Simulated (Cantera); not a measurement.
A closed system holds: 1 mol Ti(OiPr)4, 0.79 mol H2O, held at 1852 °C and 1.00 bar.

Method: chemical equilibrium by Gibbs-energy minimisation in Cantera with the NASA 1993 tables (ideal gas, pure condensed phases). Candidate condensed phases: C, C6H6, C7H8, C8H18, H2O, Ti, TiC, TiO, TiO2, Ti2O3, Ti3O5, Ti4O7; 113 gas species. The feed counts by its element totals alone. TiC: taken at fixed stoichiometry. Kinetics and transport are ignored.

Base state: H2 0.751, CO 0.244, H 0.00315, C2H2 (acetylene) 0.00126, CH4 0.000175, CH3 1.43e-5, H2O 1.35e-5 (mole fractions); condensed: C(graphite) + TiC(s).

What changes in the equilibrium state with this change: temperature from 1852 °C to 1625 °C?


| species | before | after |
|---|---|---|
| H2 | 0.751 | 0.754 |
| CO | 0.244 | 0.245 |
| H | 0.00315 | 0.000679 |
| C2H2 (acetylene) | 0.00126 | 0.000284 |
| H2O | 1.35e-5 | 3.32e-5 |
| CH3 | 1.43e-5 | 5.80e-6 |
| CH4 | 0.000175 | 0.000321 |
| C(graphite), mol | 6.16 | 6.19 |
| TiC(s), mol | 1.00 | 1.00 |

What changes in the equilibrium state with this change: pressure from 1.00 bar to 0.100 bar?


| species | before | after |
|---|---|---|
| H2 | 0.751 | 0.745 |
| CO | 0.244 | 0.243 |
| H | 0.00315 | 0.00991 |
| CH4 | 0.000175 | 1.73e-5 |
| H2O | 1.35e-5 | 1.33e-6 |
| CH3 | 1.43e-5 | 4.46e-6 |
| C(graphite), mol | 6.16 | 6.16 |
| TiC(s), mol | 1.00 | 1.000 |
